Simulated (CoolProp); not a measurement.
Properties of R245fa along the isotherm 214.3 K (Tc = 427.0 K, pc = 3.651 MPa, ω = 0.378).

Model: reference Helmholtz-energy equation of state, Akasaka 2015, in CoolProp.

```tsv
p (MPa)	phase	density (kg/m³)	speed of sound (m/s)	Joule-Thomson coefficient (K/MPa)	expansivity (1/kK)	viscosity (µPa s)	fugacity coefficient
0.0173	liquid	1546	1037	-0.3767	1.494	1330	0.08347
0.0254	liquid	1546	1037	-0.3767	1.494	1330	0.05687
0.0373	liquid	1546	1037	-0.3767	1.494	1330	0.03875
0.0548	liquid	1546	1037	-0.3767	1.494	1330	0.02640
0.0804	liquid	1546	1038	-0.3768	1.494	1330	0.01802
0.118	liquid	1546	1038	-0.3768	1.493	1330	0.01230
0.173	liquid	1546	1038	-0.3769	1.493	1330	0.008410
0.254	liquid	1546	1038	-0.3769	1.492	1340	0.005751
0.373	liquid	1546	1039	-0.3771	1.491	1340	0.003939
0.548	liquid	1546	1039	-0.3772	1.489	1340	0.002704
0.804	liquid	1547	1040	-0.3775	1.487	1340	0.001866
1.18	liquid	1547	1042	-0.3779	1.484	1350	0.001295
1.73	liquid	1548	1044	-0.3784	1.479	1360	0.0009072
2.54	liquid	1549	1047	-0.3792	1.472	1370	0.0006427
3.73	liquid	1550	1051	-0.3803	1.462	1380	0.0004637
5.48	liquid	1553	1058	-0.3820	1.447	1410	0.0003436
```

Viscosity comes from a separate model (Bell 2016), an estimate that may be off by 10 % or more.
